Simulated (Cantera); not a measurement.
An isothermal, constant-pressure homogeneous reactor starts with NH₃ : N₂ = 1 : 2.4 (molar parts), at 1625 K and 0.671 atm.

Computed with Cantera and the gas-phase N/H chemistry of the illustrative SiF4/NH3 mechanism in the Surface Chemkin manual (1991). Walls and surfaces, which speed up NH3 decomposition in real reactors, are not modelled.

x: mole fraction; the columns are a selection and need not sum to one.

```json
[
 {"t (s)": "4.00e-5", "x NH₃": "0.294", "x NH₂": "…", "x N": "<1e-12", "x N₂H₄": "1.39e-11", "x NH": "3.04e-11", "x N₂": "0.706"},
 {"t (s)": "8.66e-5", "x NH₃": "0.294", "x NH₂": "…", "x N": "<1e-12", "x N₂H₄": "7.11e-11", "x NH": "2.00e-10", "x N₂": "0.706"},
 {"t (s)": "0.000188", "x NH₃": "0.294", "x NH₂": "…", "x N": "<1e-12", "x N₂H₄": "3.47e-10", "x NH": "1.31e-9", "x N₂": "0.706"},
 {"t (s)": "0.000406", "x NH₃": "0.294", "x NH₂": "…", "x N": "2.62e-12", "x N₂H₄": "1.65e-9", "x NH": "7.46e-9", "x N₂": "0.706"},
 {"t (s)": "0.000880", "x NH₃": "0.294", "x NH₂": "…", "x N": "1.45e-11", "x N₂H₄": "7.59e-9", "x NH": "3.32e-8", "x N₂": "0.706"},
 {"t (s)": "0.00191", "x NH₃": "0.294", "x NH₂": "…", "x N": "4.78e-11", "x N₂H₄": "3.06e-8", "x NH": "1.07e-7", "x N₂": "0.706"},
 {"t (s)": "0.00413", "x NH₃": "0.294", "x NH₂": "7.18e-5", "x N": "1.38e-10", "x N₂H₄": "7.16e-8", "x NH": "2.04e-7", "x N₂": "0.706"},
 {"t (s)": "0.00894", "x NH₃": "0.294", "x NH₂": "7.75e-5", "x N": "2.89e-10", "x N₂H₄": "8.33e-8", "x NH": "2.33e-7", "x N₂": "0.706"},
 {"t (s)": "0.0194", "x NH₃": "0.293", "x NH₂": "7.71e-5", "x N": "5.86e-10", "x N₂H₄": "8.25e-8", "x NH": "2.42e-7", "x N₂": "0.706"},
 {"t (s)": "0.0420", "x NH₃": "0.292", "x NH₂": "7.61e-5", "x N": "1.24e-9", "x N₂H₄": "8.05e-8", "x NH": "2.59e-7", "x N₂": "0.706"},
 {"t (s)": "0.0909", "x NH₃": "0.289", "x NH₂": "7.44e-5", "x N": "2.63e-9", "x N₂H₄": "7.68e-8", "x NH": "2.88e-7", "x N₂": "0.705"},
 {"t (s)": "0.197", "x NH₃": "0.284", "x NH₂": "7.16e-5", "x N": "5.20e-9", "x N₂H₄": "7.12e-8", "x NH": "3.26e-7", "x N₂": "0.704"},
 {"t (s)": "0.426", "x NH₃": "0.273", "x NH₂": "6.76e-5", "x N": "8.81e-9", "x N₂H₄": "6.35e-8", "x NH": "3.61e-7", "x N₂": "0.702"},
 {"t (s)": "0.923", "x NH₃": "0.251", "x NH₂": "…", "x N": "1.22e-8", "x N₂H₄": "5.32e-8", "x NH": "3.75e-7", "x N₂": "0.699"},
 {"t (s)": "2.00", "x NH₃": "0.213", "x NH₂": "…", "x N": "1.39e-8", "x N₂H₄": "3.96e-8", "x NH": "3.57e-7", "x N₂": "0.693"}
]
```

Task: Fill in the missing entries.

Result: 
- 4.00e-5, x NH₂: 1.08e-6
- 8.66e-5, x NH₂: 2.34e-6
- 0.000188, x NH₂: 5.07e-6
- 0.000406, x NH₂: 1.10e-5
- 0.000880, x NH₂: 2.34e-5
- 0.00191, x NH₂: 4.70e-5
- 0.923, x NH₂: 6.19e-5
- 2.00, x NH₂: 5.34e-5
